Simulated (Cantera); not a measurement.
Diamond growth

A diamond (100) surface in a fixed gas of H2 with x(CH4) = 0.0045, x(H) = 0.00076, x(CH3) = 0.00021, 9000 Pa; coverages are run to steady state.

Computed with Cantera and the Harris–Goodwin 1993 mechanism for the reconstructed diamond (100) surface.

```json
[
 {"T (K)": "925", "growth (µm/h)": "5.18", "θ c6HH": "0.536", "θ c6H*": "0.00971", "θ c6*H": "0.250", "θ c6**": "0.00388", "θ c6HM": "0.157"},
 {"T (K)": "1000", "growth (µm/h)": "7.08", "θ c6HH": "0.515", "θ c6H*": "0.0154", "θ c6*H": "0.316", "θ c6**": "0.00707", "θ c6HM": "0.107"},
 {"T (K)": "1075", "growth (µm/h)": "6.53", "θ c6HH": "0.502", "θ c6H*": "0.0229", "θ c6*H": "0.385", "θ c6**": "0.0116", "θ c6HM": "0.0524"},
 {"T (K)": "1150", "growth (µm/h)": "3.66", "θ c6HH": "0.484", "θ c6H*": "0.0312", "θ c6*H": "0.442", "θ c6**": "0.0167", "θ c6HM": "0.0152"},
 {"T (K)": "1225", "growth (µm/h)": "2.06", "θ c6HH": "0.459", "θ c6H*": "0.0388", "θ c6*H": "0.473", "θ c6**": "0.0211", "θ c6HM": "0.00330"},
 {"T (K)": "1300", "growth (µm/h)": "1.64", "θ c6HH": "0.440", "θ c6H*": "0.0456", "θ c6*H": "0.487", "θ c6**": "0.0244", "θ c6HM": "0.000701"},
 {"T (K)": "1375", "growth (µm/h)": "1.25", "θ c6HH": "0.430", "θ c6H*": "0.0516", "θ c6*H": "0.489", "θ c6**": "0.0266", "θ c6HM": "0.000154"}
]
```
θ: site fractions in the mechanism's names (c6HH fully hydrogenated, c6H* and c6*H radical sites, c6** diradical, c6HM methylated).
